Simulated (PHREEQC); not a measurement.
A column of 0.2 m (40 cells, dispersivity 0.01 m, 300 s a shift, diffusion coefficient 3e-10 m²/s) holds 0.078 eq of the database's cation exchanger X per kg of pore water, first in equilibrium with 55 mmol/kgw KBr, 15 mmol/kgw CaCl2 and 0.01 mmol/kgw HCl. It is flushed with 51 mmol/kgw BaCl2, 0.38 mmol/kgw KBr and 0.01 mmol/kgw HCl, at 25 °C. Values are for the last cell. CO2 from the air is kept out. Nothing may precipitate in this run.

Model: ion-association model, phreeqc.dat, run in PHREEQC.

```
pore volumes  Ba in solution (mol/kgw)  Ca in solution (mol/kgw)  Br in solution (mol/kgw)
------------  ------------------------  ------------------------  ------------------------
0                                    0                    0.0150                    0.0550
0.5125                             ___                       ___                    0.0539
0.8875                        0.000276                    0.0170                    0.0326
1.387                           0.0116                       ___                   0.00654
1.762                           0.0289                   0.00941                   0.00163
2.263                           0.0436                   0.00313                  0.000501
2.638                           0.0481                   0.00121                       ___
3.138                              ___                  0.000311                  0.000382
3.513                           0.0507                  0.000109                  0.000380
4.013                           0.0509                   2.61e-5                  0.000380
```

**Question.** Fill in the missing entries.

**Answer.** 
- 0.5125, Ba in solution (mol/kgw): 4.18e-8
- 0.5125, Ca in solution (mol/kgw): 0.0151
- 1.387, Ca in solution (mol/kgw): 0.0161
- 2.638, Br in solution (mol/kgw): 0.000400
- 3.138, Ba in solution (mol/kgw): 0.0502

Complexes and solids missing from the database can't appear.
